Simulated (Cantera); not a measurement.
**Premixed flame**

A freely propagating, adiabatic, planar premixed flame of H2 : O2 : N2 = 1 : 0.217 : 0.817 (molar parts), equivalence ratio 2.3, unburnt at 398 K and 7500 Torr; mixture-averaged transport, grid criteria slope 0.08 and curve 0.16, no radiation.

Computed with Cantera and the H2/O2 subset of GRI-Mech 3.0, which has no nitrogen chemistry. The hydrogen kinetics of GRI-Mech 3.0 are dated; newer H2 mechanisms differ, most at raised pressure. Burning velocities carry a grid error of a few per cent, more on coarse grids.

```csv
z (mm),T (K),u (m/s),x H2,x O2,x OH,x H2O,x O,x H
-0.0716,398,3.41,0.492,0.107,<1e-8,1.00e-7,<1e-8,<1e-8
-0.0477,398,3.41,0.491,0.107,<1e-8,1.08e-6,<1e-8,<1e-8
-0.0358,400,3.42,0.491,0.107,<1e-8,1.17e-5,<1e-8,<1e-8
-0.0239,410,3.49,0.487,0.108,<1e-8,0.000173,1.05e-7,<1e-8
-0.0119,564,4.61,0.461,0.109,2.88e-5,0.00826,7.50e-6,2.09e-5
-0.00597,910,7.20,0.422,0.0965,0.000539,0.0444,0.000123,0.00160
0,1298,10.1,0.375,0.0689,0.000946,0.105,0.000537,0.00873
0.00597,1566,12.1,0.334,0.0384,0.00140,0.164,0.000787,0.0181
0.0119,1716,13.3,0.310,0.0180,0.00160,0.202,0.000586,0.0239
0.0239,1842,14.2,0.295,0.00352,0.00156,0.229,0.000203,0.0248
0.0477,1924,14.8,0.295,0.000270,0.00129,0.237,6.66e-5,0.0187
0.0955,1982,15.2,0.300,1.55e-5,0.000890,0.238,2.55e-5,0.0116
0.191,2020,15.4,0.303,3.44e-6,0.000531,0.239,8.31e-6,0.00650
```
x: mole fraction of selected species; z is measured from the peak of heat release.

```yaml
laminar_burning_velocity: 341 cm/s
thermal_thickness: 0.0239 mm
peak x(OH): 0.00161
peak x(O): 0.000788
peak x(H): 0.0254
grid_points: 116
```
